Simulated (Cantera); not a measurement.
A closed system holds: 1 mol LiCl, 0.45 mol HCl, 53 mol N2, held at 1027 °C and 0.133 bar.

Equilibrium computed with Cantera from the NASA thermochemical tables; the gas is ideal and each condensed phase is pure. Candidate condensed phases: Li, LiCl, LiH, Li3N, NH4Cl; 19 gas species. Kinetics and transport are ignored.

Base state: N2 0.974, LiCl 0.0165, HCl 0.00826, Li2Cl2 0.000955 (mole fractions); condensed: gas only.

Question: What changes in the equilibrium state with this change: temperature from 1027 °C to 652 °C?

Answer: 
```json
[
 {"species": "N2", "before": "0.974", "after": "0.991"},
 {"species": "HCl", "before": "0.00826", "after": "0.00841"},
 {"species": "Li2Cl2", "before": "0.000955", "after": "0.000493"},
 {"species": "LiCl", "before": "0.0165", "after": "0.000271"},
 {"species": "Li3Cl3", "before": "1.80e-6", "after": "3.39e-5"},
 {"species": "LiCl(l), mol", "before": "0", "after": "0.927"}
]
```
